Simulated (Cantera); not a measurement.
## NO annealing gas

An isothermal, constant-pressure homogeneous reactor starts with 39.9 % NO, 59.9 % N2, 0.220 % H2O, at 2100 K and 2670 Pa.

Cantera simulation using GRI-Mech 3.0 (53 species, 325 reactions); the numbers are that mechanism's predictions, not measurements. Radical loss at walls, strong at low pressure, is not modelled.

| t (s) | x NO | x NO2 | x N2 | x O2 | x O | x N2O |
|---|---|---|---|---|---|---|
| 0.000200 | 0.399 | 5.79e-9 | 0.599 | 5.00e-9 | 1.93e-6 | 1.95e-6 |
| 0.000928 | 0.399 | 1.59e-7 | 0.599 | 1.11e-7 | 8.37e-6 | 8.63e-6 |
| 0.00431 | 0.399 | 3.87e-6 | 0.599 | 4.28e-6 | 3.21e-5 | 3.26e-5 |
| 0.0200 | 0.398 | 7.87e-6 | 0.599 | 0.000235 | 0.000113 | 5.26e-5 |
| 0.0928 | 0.394 | 9.29e-6 | 0.601 | 0.00224 | 0.000479 | 3.04e-5 |
| 0.431 | 0.367 | 2.26e-5 | 0.614 | 0.0153 | 0.00117 | 3.08e-5 |
| 2.00 | 0.227 | 3.40e-5 | 0.683 | 0.0842 | 0.00255 | 1.18e-5 |
| 9.28 | 0.0245 | 5.50e-6 | 0.784 | 0.185 | 0.00368 | 1.96e-7 |
| 43.1 | 0.00958 | 2.20e-6 | 0.792 | 0.192 | 0.00376 | 8.76e-8 |
| 200 | 0.00958 | 2.20e-6 | 0.792 | 0.192 | 0.00376 | 8.76e-8 |
x: mole fraction; the columns are a selection and need not sum to one.

Equilibrium at this temperature and pressure: NO 0.00958, NO2 2.20e-6, N2 0.792, O2 0.192, O 0.00376, N2O 8.76e-8 (gas phase only).
